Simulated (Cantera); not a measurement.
Charge: 1 mol V, 13 mol NH3, at 29.0 Pa.

Equilibrium computed with Cantera from the NASA thermochemical tables; the gas is ideal and each condensed phase is pure. Candidate condensed phases: V, VN; 11 gas species. VN: taken at fixed stoichiometry. Condensed phases not in the tables: V2N, N, O or C dissolved in the metal. Rates play no part.

x: gas mole fraction; n: condensed amount in mol.

| T (°C) | x H | x H2 | x N2 | x V | x N | x NH3 | n VN(s) | n V(s) |
|---|---|---|---|---|---|---|---|---|
| 477 | 1.62e-11 | 0.765 | 0.235 | <1e-12 | <1e-12 | 4.81e-7 | 1.00 | 0 |
| 627 | 6.00e-9 | 0.765 | 0.235 | <1e-12 | <1e-12 | 1.14e-7 | 1.00 | 0 |
| 777 | ? | 0.765 | 0.235 | <1e-12 | <1e-12 | ? | 1.00 | 0 |
| 927 | 1.01e-5 | 0.765 | 0.235 | <1e-12 | <1e-12 | 1.80e-8 | 1.00 | 0 |
| 1077 | 0.000122 | 0.765 | 0.235 | 4.09e-11 | <1e-12 | 9.62e-9 | 1.00 | 0 |
| 1227 | 0.000903 | 0.764 | 0.235 | 2.52e-8 | 1.73e-12 | 5.82e-9 | 1.000 | 0 |
| 1377 | 0.00465 | 0.761 | 0.235 | 4.74e-6 | 5.66e-11 | 3.83e-9 | 1.000 | 0 |
| 1527 | 0.0180 | 0.734 | 0.248 | 0.000272 | 1.07e-9 | 2.65e-9 | 0 | 0.993 |
| 1677 | 0.0562 | 0.698 | 0.242 | 0.00366 | 1.24e-8 | 1.82e-9 | 0 | 0.902 |
| 1827 | 0.142 | 0.601 | 0.224 | 0.0335 | 9.91e-8 | 1.10e-9 | 0 | 0.0278 |
| 1977 | 0.298 | 0.466 | 0.205 | 0.0315 | 5.94e-7 | 5.80e-10 | 0 | 0 |
| 2127 | ? | ? | ? | ? | ? | ? | 0 | 0 |
| 2277 | 0.679 | 0.137 | 0.159 | 0.0245 | 1.08e-5 | 5.82e-11 | 0 | 0 |
| 2427 | 0.776 | 0.0541 | 0.147 | 0.0227 | 3.66e-5 | 1.20e-11 | 0 | 0 |

Problem. Fill in the missing entries.

Solution. 
- 2127, x H: 0.503
- 2127, x H2: 0.289
- 2127, x N2: 0.180
- 2127, x V: 0.0277
- 2127, x N: 2.78e-6
- 2127, x NH3: 2.22e-10
- 777, x H: 4.16e-7
- 777, x NH3: 3.99e-8
